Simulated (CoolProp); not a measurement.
A Linde-Hampson liquefier for nitrogen: isothermal reversible compression at 300 K from 1 atm to 30 MPa, throttling to 1 atm, return gas leaving the recuperator 10 K below the feed. Each further row changes one setting.

The numbers come from the reference Helmholtz-energy equation of state, Span 2000 in CoolProp.

```csv
case,liquid yield per pass,compression work (kJ/kg of gas)
as stated,0.066,511
high pressure 60 MPa,…,…
warm-end temperature 330 K,0.043,566
warm-end gap 15 K,…,511
```

Complete the blanks.


- high pressure 60 MPa, liquid yield per pass: 0.057
- high pressure 60 MPa, compression work (kJ/kg of gas): 591
- warm-end gap 15 K, liquid yield per pass: 0.055
